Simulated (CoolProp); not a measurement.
Vapour pressure (kPa) of ethylene: the reference equation beside estimates from Tc = 282.4 K, pc = 5042 kPa, ω = 0.087. Clausius-Clapeyron is anchored at 188.9 K with a constant enthalpy of vaporisation of 12.68 kJ/mol.

Model: reference Helmholtz-energy equation of state, Smukala 2000, in CoolProp.

```csv
T (K),reference,Lee-Kesler,Clausius-Clapeyron,Redlich-Kwong,Soave-Redlich-Kwong,Peng-Robinson
174.4,134.9,134.1,143.5,[?],133.8,136.3
181.6,197.3,196.5,203.0,206.6,196.1,198.5
188.9,280.8,280.3,280.8,297.3,279.9,281.7
196.2,388.5,388.4,379.2,414.3,388.2,388.9
203.4,522.3,522.7,499.4,[?],523.2,522.2
210.7,689.9,690.7,647.5,739.7,692.7,689.4
218,893.8,[?],825.1,957.9,899.5,893.3
225.3,1138,1139,1035,1217,1148,1138
232.5,1424,1424,1276,1517,1438,1425
```

Q: Complete the blanks.

A: 
- 174.4, Redlich-Kwong: 139.1
- 203.4, Redlich-Kwong: 559.1
- 218, Lee-Kesler: 894.9

Absolute difference from the reference over all 9 rows, mean and median: Lee-Kesler 0.2 and 0.1 %, Clausius-Clapeyron 5.5 and 6.1 %, Redlich-Kwong 6.1 and 6.6 %, Soave-Redlich-Kwong 0.5 and 0.6 %, Peng-Robinson 0.3 and 0.1 %.
